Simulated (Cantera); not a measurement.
A perfectly stirred reactor is fed with CO : O₂ : H₂O : N₂ = 0.0096 : 0.0066 : 0.022 : 1 (molar parts), equivalence ratio 0.73, at 0.237 atm; it is held at 1473 K, and followed from long to short residence time.

Detailed kinetics in Cantera: GRI-Mech 3.0 (53 species, 325 reactions).

Question: What does this change do: temperature 1473 to 1450 K?

Answer: 
```
quantity                 before     after
---------------------  --------  --------
x(CO) at τ = 5.80 s    0.000138  0.000130
x(O₂) at τ = 5.80 s     0.00183   0.00183
x(H₂O) at τ = 5.80 s     0.0211    0.0211
x(H₂) at τ = 5.80 s    0.000110  0.000105
x(NO) at τ = 5.80 s     1.64e-6   1.34e-6
x(CO) at τ = 63.0 ms    0.00135   0.00133
x(O₂) at τ = 63.0 ms    0.00280   0.00279
x(H₂O) at τ = 63.0 ms    0.0198    0.0199
x(H₂) at τ = 63.0 ms   0.000898  0.000875
x(NO) at τ = 63.0 ms    1.29e-6   1.18e-6
```

Question: What does this change do: pressure from 0.237 atm to 7.20 atm?

Answer: 
| quantity | before | after |
|---|---|---|
| x(CO) at τ = 5.80 s | 0.000138 | 8.02e-6 |
| x(O₂) at τ = 5.80 s | 0.00183 | 0.00174 |
| x(H₂O) at τ = 5.80 s | 0.0211 | 0.0213 |
| x(H₂) at τ = 5.80 s | 0.000110 | 2.20e-6 |
| x(NO) at τ = 5.80 s | 1.64e-6 | 5.68e-7 |
| x(CO) at τ = 63.0 ms | 0.00135 | 0.000182 |
| x(O₂) at τ = 63.0 ms | 0.00280 | 0.00184 |
| x(H₂O) at τ = 63.0 ms | 0.0198 | 0.0212 |
| x(H₂) at τ = 63.0 ms | 0.000898 | 3.41e-5 |
| x(NO) at τ = 63.0 ms | 1.29e-6 | 1.00e-6 |
